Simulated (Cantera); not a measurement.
A closed system holds: 1 mol C2H5OH, a varied amount of H2, at 1073.15 K and 2.60 bar.

Cantera equilibrium calculation (NASA polynomials, part measured and part estimated; ideal gas, pure solids and liquids). Candidate condensed phases: C, C6H6, C7H8, C8H18, H2O; 110 gas species. Rates play no part.

Problem. Which condensed phases are stable at each of these points (n(H2) (mol)): 1.5, 2.1, 2.9, 3.9, 5.4, 7.4, 10, 14, 19, 26?

Solution. 
| n(H2) (mol) | condensed phases | C condensed (%) |
|---|---|---|
| 1.5 | C(graphite) | 45.0 |
| 2.1 | C(graphite) | 42.5 |
| 2.9 | C(graphite) | 39.1 |
| 3.9 | C(graphite) | 34.8 |
| 5.4 | C(graphite) | 28.3 |
| 7.4 | C(graphite) | 19.6 |
| 10 | C(graphite) | 8.2 |
| 14 | gas only | 0.0 |
| 19 | gas only | 0.0 |
| 26 | gas only | 0.0 |

From 1.5 mol H2 to 10 mol H2 the condensed part is C(graphite). From 14 mol H2 to 26 mol H2 nothing is condensed.
